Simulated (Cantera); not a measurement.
Input: 1 mol B2H6, 0.071 mol O2, 38 mol N2, equilibrated at 1.90 mbar.

Equilibrium computed with Cantera from the NASA thermochemical tables; the gas is ideal and each condensed phase is pure. Candidate condensed phases: B, BN, B2O3, B3O3H3, H2O; 39 gas species. The feed counts by its element totals alone. N2 is the only nitrogen source here; it is nearly inert below about 1500 K, so the nitride shown seldom forms there in practice. Mutual solubility and eutectic melting of coexisting phases are not modelled. The tables' values for BH2 are old estimates; treat these amounts as uncertain. Kinetics and transport are ignored.

x: gas mole fraction; n: condensed amount in mol.

| T (K) | x N2 | x H2 | x H | x B | x BO | x HBO | n BN(s) | n B2O3(l) | n B(s) |
|---|---|---|---|---|---|---|---|---|---|
| 1048 | 0.925 | 0.0748 | 4.85e-8 | <1e-12 | 4.89e-12 | 1.22e-7 | 1.91 | 0.0458 | 0 |
| 1148 | 0.925 | 0.0748 | 4.49e-7 | <1e-12 | 6.61e-10 | 2.25e-6 | 1.91 | 0.0440 | 0 |
| 1248 | 0.925 | 0.0746 | 2.93e-6 | <1e-12 | 4.00e-8 | 2.57e-5 | 1.91 | 0.0364 | 0 |
| 1348 | 0.924 | 0.0741 | 1.45e-5 | <1e-12 | 1.30e-6 | 0.000202 | 1.92 | 0.000989 | 0 |
| 1448 | 0.924 | 0.0741 | 5.76e-5 | <1e-12 | 1.29e-5 | 0.000588 | 1.91 | 0 | 0 |
| 1548 | 0.924 | 0.0738 | 0.000192 | 1.33e-11 | 8.09e-5 | 0.00128 | 1.89 | 0 | 0 |
| 1648 | 0.923 | 0.0734 | 0.000553 | 5.97e-10 | 0.000316 | 0.00197 | 1.87 | 0 | 0 |
| 1748 | 0.923 | 0.0729 | 0.00142 | 1.72e-8 | 0.000775 | 0.00211 | 1.86 | 0 | 0 |
| 1848 | 0.921 | 0.0720 | … | … | … | … | 1.86 | 0 | 0 |
| 1948 | 0.919 | 0.0703 | 0.00687 | 5.03e-6 | 0.00201 | 0.00135 | 1.86 | 0 | 0 |
| 2048 | 0.916 | 0.0670 | 0.0133 | 5.64e-5 | 0.00252 | 0.000914 | 1.85 | 0 | 0 |
| 2148 | 0.911 | … | … | … | 0.00284 | … | 1.83 | 0 | 0 |
| 2248 | 0.903 | 0.0519 | 0.0384 | 0.00274 | 0.00295 | 0.000341 | 0 | 0 | 1.73 |
| 2348 | 0.888 | 0.0411 | 0.0575 | 0.00961 | 0.00302 | 0.000200 | 0 | 0 | 1.43 |

Q: What belongs in the gaps?

A: 
- 2148, x H2: 0.0615
- 2148, x H: 0.0237
- 2148, x B: 0.000505
- 2148, x HBO: 0.000580
- 1848, x H: 0.00326
- 1848, x B: 3.43e-7
- 1848, x BO: 0.00139
- 1848, x HBO: 0.00181
